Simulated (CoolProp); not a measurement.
The numbers come from the reference Helmholtz-energy equation of state, Thol 2022 in CoolProp.

Give the vapour pressure (kPa), liquid density (kg/m³), vapour density (kg/m³), liquid cp (kJ/(kg K)) of saturated vinyl chloride at 298.4 K.


| T (K) | p (kPa) | liquid density (kg/m³) | vapour density (kg/m³) | liquid cp (kJ/(kg K)) |
|---|---|---|---|---|
| 298.4 | 398 | 899 | 10.9 | 1.53 |
